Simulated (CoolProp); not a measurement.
A simple Rankine cycle with R1336mzz(E): condensing at 306.15 K, boiler at 0.997 MPa, turbine inlet 360.1 K, turbine efficiency 0.6, pump efficiency 0.6, no recuperator. Each further row changes one setting.

Model: reference Helmholtz-energy equation of state, Akasaka 2023, in CoolProp.

```tsv
case	thermal efficiency (%)	net work (kJ/kg)	heat in (kJ/kg)	turbine exit temperature (K)	volume ratio over the turbine
as stated	6.4	(withheld)	174	332.5	4.41
turbine inlet 380.1 K	6.4	12.4	195	(withheld)	(withheld)
condensing temperature 298.15 K	7.4	13.6	184	(withheld)	5.82
boiler pressure 0.698 MPa	5.0	8.98	180	341.8	(withheld)
turbine efficiency 0.5	5.3	9.16	174	(withheld)	4.45
```

### Question
Fill in the missing entries.

### Answer

- as stated, net work (kJ/kg): 11.2
- turbine inlet 380.1 K, turbine exit temperature (K): 354.1
- turbine inlet 380.1 K, volume ratio over the turbine: 4.23
- condensing temperature 298.15 K, turbine exit temperature (K): 328.5
- boiler pressure 0.698 MPa, volume ratio over the turbine: 2.89
- turbine efficiency 0.5, turbine exit temperature (K): 334.8
